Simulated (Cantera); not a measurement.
An adiabatic, constant-pressure homogeneous reactor starts with CH4 : O2 : N2 = 1 : 2.53 : 9.52 (molar parts), equivalence ratio 0.79, at 1448 K and 1.01 bar. Integrator tolerance rtol = 1e-08.

Cantera simulation using GRI-Mech 3.0 (53 species, 325 reactions); the numbers are that mechanism's predictions, not measurements.

Question: What does this change do: pressure from 1.01 bar to 10.0 bar?

Answer: 
| quantity | before | after |
|---|---|---|
| time of steepest temperature rise | 1.82 ms | 0.283 ms |
| temperature at 5.00 s | 2632 K | 2749 K |
| equilibrium temperature | 2632 K | 2749 K |
| x(CH4) at 5.00 s | <1e-12 (gas-phase equilibrium <1e-12) | <1e-12 (gas-phase equilibrium <1e-12) |
| x(O2) at 5.00 s | 0.0411 (gas-phase equilibrium 0.0411) | 0.0373 (gas-phase equilibrium 0.0373) |
| x(C2H6) at 5.00 s | <1e-12 (gas-phase equilibrium <1e-12) | <1e-12 (gas-phase equilibrium <1e-12) |
| x(H2O) at 5.00 s | 0.133 (gas-phase equilibrium 0.133) | 0.140 (gas-phase equilibrium 0.140) |
| x(C2H2) at 5.00 s | <1e-12 (gas-phase equilibrium <1e-12) | <1e-12 (gas-phase equilibrium <1e-12) |
